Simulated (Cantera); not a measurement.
A perfectly stirred reactor is fed with 12.1 % CO, 1.13 % H2, 3.99 % CH4, 17.4 % O2, 65.4 % N2, equivalence ratio 0.84, at 5.00 bar; it is adiabatic with a 375 K inlet, and is followed from long to short residence time, starting on the burning branch (τ in s: 0.45, 0.14, 0.046, 0.015, 0.0048, 0.0015, 0.00049, 0.00016, 5.1e-05).

Computed with Cantera and GRI-Mech 3.0 (53 species, 325 reactions).

x: mole fraction; the columns are a selection and need not sum to one.

```csv
τ (s),T (K),x CO,x H2,x CH4,x C2H,x NO2,x CH3
0.45,2247,0.00370,0.000387,1.19e-7,<1e-12,4.24e-6,4.99e-8
0.14,2248,0.00382,0.000398,3.73e-7,<1e-12,3.34e-6,1.56e-7
0.046,2247,0.00415,0.000427,1.08e-6,<1e-12,2.14e-6,4.51e-7
0.015,2242,0.00503,?,2.97e-6,1.00e-12,1.17e-6,1.23e-6
0.0048,2224,0.00722,?,7.58e-6,5.14e-12,6.53e-7,3.02e-6
0.0015,2184,0.0118,?,1.79e-5,1.77e-11,3.72e-7,6.52e-6
0.00049,2118,0.0191,?,3.99e-5,4.27e-11,1.97e-7,1.27e-5
0.00016,2019,0.0298,?,9.52e-5,8.70e-11,1.00e-7,2.49e-5
5.1e-5,1866,0.0470,?,0.000289,1.70e-10,5.01e-8,5.49e-5
```

Problem. Complete the blanks.

Solution. 
- 0.015, x H2: 0.000507
- 0.0048, x H2: 0.000712
- 0.0015, x H2: 0.00116
- 0.00049, x H2: 0.00189
- 0.00016, x H2: 0.00290
- 5.1e-5, x H2: 0.00405
